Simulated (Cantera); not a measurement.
Feed: 1 mol ZrO2, 180 mol H2, at 24.0 Pa.

These are equilibrium values from Cantera (NASA tables, ideal gas, pure condensed phases), not measurements of a reactor. Candidate condensed phases: H2O, Zr, ZrO2; 12 gas species. The numbers say what is thermodynamically allowed, not how fast it happens. All values below are at 1927 °C.

Base state: H2 0.696, H 0.303, ZrO 0.000154, H2O 0.000143 (mole fractions); condensed: ZrO2(tetragonal).

Q: What changes in the equilibrium state with this change: pressure from 24.0 Pa to 67.0 Pa?

A: 
| species | before | after |
|---|---|---|
| H2 | 0.696 | 0.805 |
| H | 0.303 | 0.195 |
| ZrO | 0.000154 | 9.72e-5 |
| H2O | 0.000143 | 9.38e-5 |
| ZrO2(tetragonal), mol | 0.965 | 0.980 |

Q: What changes in the equilibrium state with this change: pressure from 24.0 Pa to 1.33 mbar?

A: 
| species | before | after |
|---|---|---|
| H2 | 0.696 | 0.857 |
| H | 0.303 | 0.143 |
| ZrO | 0.000154 | 7.06e-5 |
| H2O | 0.000143 | 6.92e-5 |
| ZrO2(tetragonal), mol | 0.965 | 0.986 |
